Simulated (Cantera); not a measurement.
Input: 1 mol TEOS, 0.18 mol O₂, 45 mol N₂, equilibrated at 923.15 K and 0.100 bar.

Cantera equilibrium calculation (NASA polynomials, part measured and part estimated; ideal gas, pure solids and liquids). Candidate condensed phases: C, C₆H₆, C₇H₈, C₈H₁₈, H₂O, Si, SiC, SiO₂, Si₂N₂O, Si₃N₄; 151 gas species. The feed counts by its element totals alone. The numbers say what is thermodynamically allowed, not how fast it happens.

Base state: N₂ 0.786, H₂ 0.172, CO 0.0392, H₂O 0.00104, CH₄ 0.000689, CO₂ 0.000484 (mole fractions); condensed: C(graphite) + SiO₂(β-quartz).

Question: What changes in the equilibrium state with this change: N₂ from 45 to 8.8 mol?

Answer: 
| species | before | after |
|---|---|---|
| H₂ | 0.172 | 0.463 |
| N₂ | 0.786 | 0.422 |
| CO | 0.0392 | 0.0998 |
| CH₄ | 0.000689 | 0.00497 |
| H₂O | 0.00104 | 0.00712 |
| CO₂ | 0.000484 | 0.00313 |
| NH₃ | 6.40e-6 | 2.06e-5 |
| C(graphite), mol | 5.69 | 5.75 |
| SiO₂(β-quartz), mol | 1.00 | 1.00 |

Question: What changes in the equilibrium state with this change: temperature from 923.15 K to 1550 K?

Answer: 
```json
[
 {"species": "N₂", "before": "0.786", "after": "0.762"},
 {"species": "H₂", "before": "0.172", "after": "0.171"},
 {"species": "CO", "before": "0.0392", "after": "0.0661"},
 {"species": "SiO", "before": "<1e-9", "after": "2.85e-5"},
 {"species": "H", "before": "<1e-9", "after": "4.12e-5"},
 {"species": "HNC", "before": "<1e-9", "after": "1.06e-5"},
 {"species": "CO₂", "before": "0.000484", "after": "1.89e-7"},
 {"species": "C(graphite), mol", "before": "5.69", "after": "4.11"},
 {"species": "SiO₂(β-quartz), mol", "before": "1.00", "after": "0"},
 {"species": "Si₂N₂O(s), mol", "before": "0", "after": "0.499"}
]
```

Question: What changes in the equilibrium state with this change: temperature from 923.15 K to 873.15 K?

Answer: 
```csv
species,before,after
N₂,0.786,0.789
H₂,0.172,0.170
CO,0.0392,0.0359
CO₂,0.000484,0.00145
H₂O,0.00104,0.00259
CH₄,0.000689,0.00130
"C(graphite), mol",5.69,5.80
"SiO₂(β-quartz), mol",1.00,1.00
```
